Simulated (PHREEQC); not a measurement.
Make-up at 25 °C: 0.067 mol/kgw NH3, 6.4e-05 mol/kgw Na2SiO3 and 0.0048 mol/kgw Na2CO3. Closed to the air; pH follows from the charge balance.

All values are PHREEQC results (ion-association model, phreeqc.dat), not measurements.

No solid was allowed to form.

Q: Order these Si species by the share of Si that they hold, largest first: H4SiO4, H2SiO4-2, H3SiO4-.

A: H3SiO4- (95 %), H4SiO4 (4.3 %), H2SiO4-2 (1.2 %)

The pH is 11.12 and the ionic strength 0.0142 mol/kgw. Species that the database lacks are ignored.
